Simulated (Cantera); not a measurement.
An isothermal, constant-pressure homogeneous reactor starts with 86.2 % NH₃, 13.8 % H₂, at 1748 K and 0.220 bar.

Model: the gas-phase N/H chemistry of the illustrative SiF4/NH3 mechanism in the Surface Chemkin manual (1991), integrated in Cantera. Walls and surfaces, which speed up NH3 decomposition in real reactors, are not modelled.

### Question
Predict: x(NH₃) at 1.00 s; x(H₂) at 1.00 s; x(N₂H₄) at 1.00 s; x(N₂H₂) at 1.00 s; x(H) at 1.00 s; x(N₂) at 1.00 s.

### Answer
```json
{
  "x(NH₃) at 1.00 s": "0.561 (gas-phase equilibrium 2.30e-6)",
  "x(H₂) at 1.00 s": "0.358 (gas-phase equilibrium 0.768)",
  "x(N₂H₄) at 1.00 s": "5.35e-8 (gas-phase equilibrium <1e-12)",
  "x(N₂H₂) at 1.00 s": "1.02e-6 (gas-phase equilibrium <1e-12)",
  "x(H) at 1.00 s": "5.48e-5 (gas-phase equilibrium 0.000430)",
  "x(N₂) at 1.00 s": "0.0808 (gas-phase equilibrium 0.231)"
}
```
